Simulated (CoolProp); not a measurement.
The fluid at 258.58 K and 0.428 MPa (liquid) is heated at constant pressure to 346.9 K. The same conditions are run with several fluids, on thermodynamics alone (safety and materials aside).

Computed with CoolProp (reference Helmholtz-energy equation of state of each fluid (sulfur dioxide: Gao 2016; R365MFC: Lemmon 2016; o-xylene: Zhou 2012; R1233zd(E): Akasaka 2022; dodecamethylpentasiloxane (MD3M): Thol 2019)).

Rank sulfur dioxide, R365MFC, o-xylene, R1233zd(E), dodecamethylpentasiloxane (MD3M) by heat (kJ/kg), highest first.

sulfur dioxide (445), R1233zd(E) (272), o-xylene (157), dodecamethylpentasiloxane (MD3M) (151), R365MFC (123)

```json
[
 {"fluid": "sulfur dioxide", "final phase": "gas", "final density (kg/m³)": "9.92"},
 {"fluid": "R365MFC", "final phase": "liquid", "final density (kg/m³)": "1150"},
 {"fluid": "o-xylene", "final phase": "liquid", "final density (kg/m³)": "835"},
 {"fluid": "R1233zd(E)", "final phase": "gas", "final density (kg/m³)": "21.6"},
 {"fluid": "dodecamethylpentasiloxane (MD3M)", "final phase": "liquid", "final density (kg/m³)": "823"}
]
```
